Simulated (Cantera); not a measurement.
A Cantera script and what it prints.

```python
import numpy as np
import cantera as ct

gas_names = """
    Ca CaCL CaCL2 CaO CaOH CaO2H2 Ca2 CL CLO CL2 H HCL HNO HNO2 HNO3 HOCL HO2 H2 H2O H2O2 N NH NH2 NH3
    NH2OH NO NO2 NO3 N2 N2H2 N2H4 N2O O OH O2 O3
""".split()
cond_names = """
    Ca(a) Ca(b) Ca(L) CaCL2(s) CaCL2(L) CaO(s) CaO(L) CaO2H2(s) H2O(s) H2O(L) NH4CL(a) NH4CL(b)
""".split()


def load(file, names, dense=False):
    # The tables refer to 1 bar. Condensed volumes are neglected.
    table = {s.name: s for s in ct.Species.list_from_file(file)}
    out = []
    for n in names:
        d = dict(table[n].input_data)
        d["thermo"] = dict(d["thermo"], **{"reference-pressure": 1e5})
        if dense:
            d["equation-of-state"] = {"model": "constant-volume", "density": "1e6 g/cm^3"}
        out.append(ct.Species.from_dict(d))
    return out


gas = ct.Solution(thermo="ideal-gas", species=load("nasa_gas.yaml", gas_names))
cond = {s.name: ct.Solution(thermo="fixed-stoichiometry", species=[s], name=s.name)
        for s in load("nasa_condensed.yaml", cond_names, dense=True)}
atoms = {
    'CaCl2': {'Ca': 1, 'CL': 2},
    'H2O': {'H': 2, 'O': 1},
    'N2': {'N': 2},
}
top_T = {}  # K; cautious upper limits of use, not melting points


def equilibrate(T, P, feed):
    n = {}
    for name, mol in feed.items():
        for a, k in atoms[name].items():
            n[a] = n.get(a, 0.0) + k * mol
    gas.TPX = T, P, n
    mass = sum(n.values()) * gas.mean_molecular_weight
    gas.equilibrate("TP")
    valid = [c for c in cond.values() if c.min_temp <= T <= top_T.get(c.name, c.max_temp)]
    mix = ct.Mixture([(gas, mass / gas.mean_molecular_weight)] + [(c, 0.0) for c in valid])
    mix.T, mix.P = T, P
    mix.equilibrate("TP", solver="vcs", rtol=1e-11, max_steps=5000)
    return mix


results = []
feed = {'CaCl2': 1, 'H2O': 3.3, 'N2': 95}  # mol
T = 1450  # K
P = 520  # Pa
mix = equilibrate(T, P, feed)
results.append((T, P, feed, dict(zip(mix.species_names, mix.species_moles))))
print(gas.report(threshold=0.0001))
for i in range(1, mix.n_phases):
    print(f"{mix.phase(i).name:16s} {mix.phase_moles(i):12.5e} mol")
```

Result:

```
       temperature   1450 K
          pressure   520 Pa
           density   0.0012098 kg/m^3
  mean mol. weight   28.049 kg/kmol
   phase of matter   gas

                          1 kg             1 kmol
                     ---------------   ---------------
          enthalpy        1.0181e+06        2.8556e+07  J
   internal energy        5.8824e+05          1.65e+07  J
           entropy             10216        2.8656e+05  J/K
    Gibbs function       -1.3796e+07       -3.8696e+08  J
 heat capacity c_p            1245.6             34939  J/K
 heat capacity c_v            949.22             26625  J/K

                      mass frac. Y      mole frac. X     chem. pot. / RT
                     ---------------   ---------------   ---------------
             CaCL2         0.0070302         0.0017769             -91.4
                CL        0.00021063        0.00016666           -25.891
               HCL           0.02134          0.016418           -42.327
                H2        7.9591e-06        0.00011074           -32.872
               H2O          0.015995          0.024905           -55.163
                N2           0.95539            0.9566           -31.212
     [  +30 minor]        2.2039e-05        2.4483e-05

Ca(L)             0.00000e+00 mol
CaCL2(L)          0.00000e+00 mol
CaO(s)            8.23539e-01 mol
```

Cantera equilibrium calculation (NASA polynomials, part measured and part estimated; ideal gas, pure solids and liquids). Condensed phases not in the tables: oxide chlorides.
